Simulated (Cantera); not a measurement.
A perfectly stirred reactor is fed with 100 % N₂O, at 1.00 bar; it is held at 1150 K, and followed from long to short residence time.

Computed with Cantera and GRI-Mech 3.0 (53 species, 325 reactions). GRI-Mech 3.0 was tuned for natural gas; its chemistry of N2O as a main component is partial and can be far from experiment. The mechanism lacks the step 2 NO + O2 → 2 NO2, which can matter for NO2 below about 1400 K. The temperature is held fixed by assumption; the heat of reaction is taken as removed at once.

x: mole fraction; the columns are a selection and need not sum to one.

| τ (s) | x N₂O | x NO | x NO₂ | x O₂ | x O | x N₂ |
|---|---|---|---|---|---|---|
| 25 | 0.150 | 0.0277 | 0.000349 | 0.269 | 3.10e-7 | 0.553 |
| 6.1 | 0.382 | 0.0272 | 0.000337 | 0.192 | 4.89e-7 | 0.398 |
| 1.5 | 0.691 | 0.0160 | 0.000194 | 0.0950 | 6.46e-7 | 0.198 |
| 0.37 | 0.895 | 0.00576 | 6.58e-5 | 0.0319 | 7.28e-7 | 0.0669 |
| 0.090 | 0.972 | [?] | [?] | [?] | 7.55e-7 | [?] |
| 0.022 | 0.993 | 0.000400 | 2.13e-6 | 0.00215 | 7.61e-7 | 0.00450 |
| 0.0054 | 0.998 | 9.91e-5 | 1.93e-7 | 0.000531 | 7.62e-7 | 0.00111 |
| 0.0013 | 1.000 | [?] | [?] | [?] | 7.59e-7 | [?] |
| 0.00032 | 1.000 | 5.78e-6 | 7.65e-10 | 3.09e-5 | 7.47e-7 | 6.54e-5 |

**Question.** Some entries are withheld; supply them.

**Answer.** 
- 0.090, x NO: 0.00158
- 0.090, x NO₂: 1.47e-5
- 0.090, x O₂: 0.00857
- 0.090, x N₂: 0.0180
- 0.0013, x NO: 2.38e-5
- 0.0013, x NO₂: 1.26e-8
- 0.0013, x O₂: 0.000127
- 0.0013, x N₂: 0.000268
